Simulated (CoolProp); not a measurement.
R1224YDZ along the isobar 19 bar: Z from the reference equation and from simpler models built on Tc = 428.7 K, pc = 33.34 bar, ω = 0.325; each cubic takes its own stable root.

Computed with CoolProp (reference Helmholtz-energy equation of state, Akasaka 2023).

```
T (K)   phase  reference
-----  ------  ---------
337.5  liquid    0.08034
349.9  liquid    0.08014
362.2  liquid    0.08040
374.5  liquid    0.08126
386.9  liquid    0.08304
399.2     gas     0.6475
411.5     gas     0.7088
423.8     gas     0.7514
436.2     gas     0.7841
448.5     gas     0.8101
460.8     gas     0.8315
473.1     gas     0.8496
```

### Question
How far does each simpler model (van der Waals, Redlich-Kwong, Soave-Redlich-Kwong, Peng-Robinson) lie from the reference over these 12 states: mean and median of the absolute difference, and the worst?

### Answer
- van der Waals: mean 89.1 %, median 11.3 %, worst +753.7 % at 386.9 K and 19 bar
- Redlich-Kwong: mean 10.7 %, median 5.0 %, worst +27.9 % at 386.9 K and 19 bar
- Soave-Redlich-Kwong: mean 7.1 %, median 2.7 %, worst +18.9 % at 386.9 K and 19 bar
- Peng-Robinson: mean 1.7 %, median 1.6 %, worst +5.0 % at 386.9 K and 19 bar

At some of these states van der Waals gives the other phase, because its saturation line lies elsewhere.
